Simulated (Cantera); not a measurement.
# Equilibrium for hydrogen reduction and annealing atmospheres: Ta2O5 + H2

A closed system holds: 1 mol Ta2O5, a varied amount of H2, held at 5.50 mbar.

Cantera equilibrium calculation (NASA polynomials, part measured and part estimated; ideal gas, pure solids and liquids). Candidate condensed phases: H2O, Ta, Ta2O5; 12 gas species. Mutual solubility and eutectic melting of coexisting phases are not modelled. Condensed phases not in the tables: N, O or C dissolved in the metal. The numbers say what is thermodynamically allowed, not how fast it happens.

Q: Map the stable condensed phases over T = 702, 777, 852, 927, 1002, 1077, 1152, 1227, 1302, 1377, 1452, 1527, 1602, 1677 °C and n(H2) in mol = 1.6, 2.8, 3.9, 5.1, 6.3, 7.4, 8.6, 9.7, 11, 12.

A: 
```
T in °C \ n(H2) in mol
         1.6 2.8 3.9 5.1 6.3 7.4 8.6 9.7  11  12
   1677    A   A   A   A   A   A   A   A   A   A
   1602    A   A   A   A   A   A   A   A   A   A
   1527    A   A   A   A   A   A   A   A   A   A
   1452    A   A   A   A   A   A   A   A   A   A
   1377    B   A   A   A   A   A   A   A   A   A
   1302    B   B   A   A   A   A   A   A   A   A
   1227    B   B   B   B   A   A   A   A   A   A
   1152    B   B   B   B   B   B   B   B   A   A
   1077    B   B   B   B   B   B   B   B   B   B
   1002    B   B   B   B   B   B   B   B   B   B
    927    B   B   B   B   B   B   B   B   B   B
    852    B   B   B   B   B   B   B   B   B   B
    777    B   B   B   B   B   B   B   B   B   B
    702    B   B   B   B   B   B   B   B   B   B
```
A: Ta + Ta2O5; B: Ta2O5.
